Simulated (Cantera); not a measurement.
Feed: 1 mol NH3, 0.31 mol O2, 6.9 mol H2, 0.096 mol SO2, held at 1.00 bar.

Cantera equilibrium calculation (NASA polynomials, part measured and part estimated; ideal gas, pure solids and liquids). Candidate condensed phases: H2O, H2SO4, S; 35 gas species. Gases not in the tables: S3 to S7. Kinetics and transport are ignored.

x: gas mole fraction; nothing condenses.

```
T (K)   x H2       x H   x H2O    x N2     x H2S  x OH       x S
-----  -----  --------  ------  ------  --------  ----  --------
1225   0.842   2.86e-7  0.0912  0.0562    0.0108     ?  5.68e-10
1425   0.842   6.26e-6  0.0912  0.0562    0.0107     ?   3.90e-8
1625   0.842   6.47e-5  0.0912  0.0562    0.0106     ?   9.39e-7
1825   0.842  0.000404  0.0912  0.0561   0.00997     ?   1.08e-5
2025   0.841   0.00176  0.0910  0.0561   0.00866     ?   6.97e-5
2225   0.837   0.00593  0.0905  0.0559   0.00674     ?  0.000283
2425   0.828    0.0163  0.0893  0.0555   0.00469     ?  0.000788
2625   0.809    0.0382  0.0871  0.0548   0.00295     ?   0.00163
2825   0.772    0.0785  0.0831  0.0535   0.00169     ?   0.00266
3025   0.713     0.144  0.0762  0.0515  0.000891     ?   0.00363
3225   0.627     0.238  0.0651  0.0485  0.000440     ?   0.00437
```

Complete the blanks.


- 1225, x OH: 2.82e-10
- 1425, x OH: 1.48e-8
- 1625, x OH: 2.95e-7
- 1825, x OH: 3.06e-6
- 2025, x OH: 2.00e-5
- 2225, x OH: 9.28e-5
- 2425, x OH: 0.000333
- 2625, x OH: 0.000977
- 2825, x OH: 0.00243
- 3025, x OH: 0.00520
- 3225, x OH: 0.00964
